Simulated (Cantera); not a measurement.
An isothermal, constant-pressure homogeneous reactor starts with CH4 : CO2 : H2 = 1 : 0.68 : 0.06 (molar parts), at 1500 K and 2400000 Pa. Integrator tolerance rtol = 1e-08.

Cantera simulation using GRI-Mech 3.0 (53 species, 325 reactions); the numbers are that mechanism's predictions, not measurements. The pressure lies above the range GRI-Mech 3.0 was tuned for (to about 10 atm).

**Question.** What does this change do: pressure from 2400000 Pa to 98000 Pa?

**Answer.** 
```csv
quantity,before,after
x(CH4) at 2.00 s,0.249 (gas-phase equilibrium 0.102),0.0821 (gas-phase equilibrium 0.0458)
x(CO2) at 2.00 s,0.0865 (gas-phase equilibrium 0.000376),0.0612 (gas-phase equilibrium 1.59e-6)
x(H2) at 2.00 s,0.180 (gas-phase equilibrium 0.457),0.302 (gas-phase equilibrium 0.511)
x(H2O2) at 2.00 s,<1e-12 (gas-phase equilibrium <1e-12),<1e-12 (gas-phase equilibrium <1e-12)
x(HO2) at 2.00 s,<1e-12 (gas-phase equilibrium <1e-12),<1e-12 (gas-phase equilibrium <1e-12)
x(H2O) at 2.00 s,0.138 (gas-phase equilibrium 0.00102),0.184 (gas-phase equilibrium 5.02e-6)
x(C2H6) at 2.00 s,0.00117 (gas-phase equilibrium 7.78e-5),4.93e-5 (gas-phase equilibrium 1.40e-5)
```

**Question.** What does this change do: temperature 1500 to 1800 K?

**Answer.** 
| quantity | before | after |
|---|---|---|
| x(CH4) at 2.00 s | 0.249 (gas-phase equilibrium 0.102) | 0.0601 (gas-phase equilibrium 0.0601) |
| x(CO2) at 2.00 s | 0.0865 (gas-phase equilibrium 0.000376) | 2.45e-5 (gas-phase equilibrium 2.39e-5) |
| x(H2) at 2.00 s | 0.180 (gas-phase equilibrium 0.457) | 0.497 (gas-phase equilibrium 0.497) |
| x(H2O2) at 2.00 s | <1e-12 (gas-phase equilibrium <1e-12) | <1e-12 (gas-phase equilibrium <1e-12) |
| x(HO2) at 2.00 s | <1e-12 (gas-phase equilibrium <1e-12) | <1e-12 (gas-phase equilibrium <1e-12) |
| x(H2O) at 2.00 s | 0.138 (gas-phase equilibrium 0.00102) | 0.000110 (gas-phase equilibrium 0.000107) |
| x(C2H6) at 2.00 s | 0.00117 (gas-phase equilibrium 7.78e-5) | 6.58e-5 (gas-phase equilibrium 6.58e-5) |
